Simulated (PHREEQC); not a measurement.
Alkaline etch or developer (model solution)

A solution holds 0.0019 mol/kgw LiOH and 3.2e-05 mol/kgw K2CO3, at 25 °C. Closed to the air; pH follows from the charge balance.

Model: ion-association model, phreeqc.dat, run in PHREEQC.

Each row changes one thing in this solution. This is a speciation only: nothing precipitates in the calculation.

```tsv
case	pH	ionic strength (mol/kgw)	CO3-2 (mol/kgw)	HCO3- (mol/kgw)
as made	11.25	0.00199	2.90e-5	2.99e-6
LiOH left out	9.44	6.78e-5	3.76e-6	2.82e-5
temperature from 25 to 90 °C	9.66	0.00197	9.13e-6	2.29e-5
diluted 10-fold with water	10.27	0.000198	1.53e-6	1.67e-6
K2CO3 from 3.2e-05 to 6.4e-06 mol/kgw	11.25	0.00192	5.80e-6	5.99e-7
diluted 2-fold with water	10.96	0.000995	1.32e-5	2.79e-6
LiOH from 0.0019 to 0.0038 mol/kgw	11.54	0.00389	3.05e-5	1.52e-6
temperature from 25 to 45 °C	10.65	0.00199	2.46e-5	7.40e-6
LiOH from 0.0019 to 0.00019 mol/kgw	10.30	0.000270	1.59e-5	1.61e-5
```

Away from 25 °C the constants follow the database's enthalpies or fits; those with neither stay at their 25 °C values.
